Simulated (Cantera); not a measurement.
Feed: 1 mol CO₂, 1.4 mol H₂O, at 300 °C.

These are equilibrium values from Cantera (NASA tables, ideal gas, pure condensed phases), not measurements of a reactor. Candidate condensed phases: C, C₆H₆, C₇H₈, C₈H₁₈, H₂O; 110 gas species. The ideal-gas law is rough above about 30 bar. Kinetics and transport are ignored.

log p: log10 of the partial pressure in bar; n: condensed amount in mol.

```tsv
P (Pa)	log p CO₂	log p H₂O	n H₂O(l)
10	-4.38	-4.23	0
84	-3.46	-3.31	0
710	-2.53	-2.38	0
6000	…	…	0
50000	-0.68	-0.54	0
420000	…	…	0
3600000	1.18	1.32	0
30000000	2.37	1.81	1.13
```

### Question
Complete the blanks.

### Answer

- 6000, log p CO₂: -1.60
- 6000, log p H₂O: -1.46
- 420000, log p CO₂: 0.24
- 420000, log p H₂O: 0.39
